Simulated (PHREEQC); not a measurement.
Solution (65 °C): 0.0062 mol NaH2PO4 and 0.15 mol NaOH per kg of water. Closed to the air; pH follows from the charge balance.

All values are PHREEQC results (ion-association model, phreeqc.dat), not measurements.

This is a speciation only: nothing precipitates in the calculation.

Question: Estimate the pH, specific conductance.

Answer: pH 11.89; specific conductance 58200 µS/cm.

Question: In which forms is P present?

Answer: PO4-3 80 %, HPO4-2 18 %, NaHPO4- 1.6 % of the P.

Complexes and solids missing from the database can't appear. Constants without temperature data keep their 25 °C values here.
